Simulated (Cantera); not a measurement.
Transport properties of process gases

Gas mixture: N2O = 0.21 (molar parts), at 0.140 bar, frozen composition.

Cantera's kinetic-theory transport with the Lennard-Jones parameters of GRI-Mech 3.0, ideal gas; thermal conductivity in the multicomponent form. The composition is frozen, though it would react at the higher temperatures.

```
T (K)  ρ (kg/m³)  cp (J/kg/K)  μ (µPa s)  λ (mW/m/K)     Pr  D (cm²/s) H2  D (cm²/s) OH  D (cm²/s) NO
-----  ---------  -----------  ---------  ----------  -----  ------------  ------------  ------------
400        0.185        970.3       19.5        25.3  0.746          7.81          2.97          1.87
600        0.124         1101       27.3        40.4  0.744          15.6          6.03          3.81
800       0.0926         1192       34.0        54.7  0.742          25.2          9.84          6.24
1000      0.0741         1255       40.0        67.9  0.740          36.6          14.3          9.11
1200      0.0618         1294       45.5        79.8  0.738          49.6          19.5          12.4
1400      0.0529         1327       50.5        91.0  0.736          64.1          25.2          16.0
1600      0.0463         1353       55.2         102  0.735          80.0          31.4          20.0
1800      0.0412         1375       59.7         112  0.733          97.2          38.2          24.3
```
D: mixture-averaged diffusion coefficient of that species in the mixture.
